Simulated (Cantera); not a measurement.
Input (Python, Cantera):

```python
import numpy as np
import cantera as ct

gas = ct.Solution("h2o2.yaml")
gas.TPX = 1250, 26000, {'H2': 0.51, 'O2': 1, 'N2': 2.2}
inlet = ct.Reservoir(gas, clone=True)

reactor = ct.IdealGasConstPressureReactor(gas, energy="off", clone=False)
exhaust = ct.Reservoir(gas, clone=True)
tau = [0.91, 0.44, 0.21, 0.1, 0.048, 0.023, 0.011, 0.0054, 0.0026][0]
for a, b in ((inlet, reactor), (reactor, exhaust)):
    ct.MassFlowController(a, b, mdot=lambda t: reactor.mass / tau)
net = ct.ReactorNet([reactor])
show = ['H2', 'O2', 'OH', 'HO2', 'O', 'H', 'H2O2']

rows = []
print(f"{'tau/s':>10s}{'T/K':>9s}" + "".join(f"{s:>11s}" for s in show))
for tau in [0.91, 0.44, 0.21, 0.1, 0.048, 0.023, 0.011, 0.0054, 0.0026]:
    net.initial_time = 0.0
    net.advance(30 * tau)
    before = gas.X
    net.advance(40 * tau)
    drift = np.max(np.abs(gas.X - before) / (gas.X + 1e-9))
    rows.append([gas.T, *gas[show].X, drift])
    print(f"{tau:10.3e}{gas.T:9.1f}" + "".join(f"{x:11.3e}" for x in gas[show].X))
```

It prints:

```
     tau/s      T/K         H2         O2         OH        HO2          O          H       H2O2
 9.100e-01   1250.0  1.037e-04  2.155e-01  3.104e-04  3.627e-06  6.962e-05  5.497e-06  3.685e-07
 4.400e-01   1250.0  1.669e-04  2.155e-01  3.952e-04  5.425e-06  1.142e-04  1.143e-05  4.961e-07
 2.100e-01   1250.0  2.700e-04  2.155e-01  5.061e-04  7.955e-06  1.887e-04  2.406e-05  6.616e-07
 1.000e-01   1250.0  4.351e-04  2.154e-01  6.499e-04  1.129e-05  3.112e-04  5.066e-05  8.694e-07
 4.800e-02   1250.0  6.927e-04  2.153e-01  8.353e-04  1.535e-05  5.079e-04  1.056e-04  1.120e-06
 2.300e-02   1250.0  1.095e-03  2.152e-01  1.079e-03  2.003e-05  8.238e-04  2.196e-04  1.416e-06
 1.100e-02   1250.0  1.718e-03  2.151e-01  1.400e-03  2.502e-05  1.325e-03  4.557e-04  1.755e-06
 5.400e-03   1250.0  2.630e-03  2.149e-01  1.807e-03  2.976e-05  2.073e-03  9.153e-04  2.111e-06
 2.600e-03   1250.0  4.040e-03  2.147e-01  2.350e-03  3.415e-05  3.235e-03  1.853e-03  2.486e-06
```

Cantera simulation using the H2/O2 subset of GRI-Mech 3.0, which has no nitrogen chemistry; the numbers are that mechanism's predictions, not measurements. The temperature is held fixed by assumption; the heat of reaction is taken as removed at once.
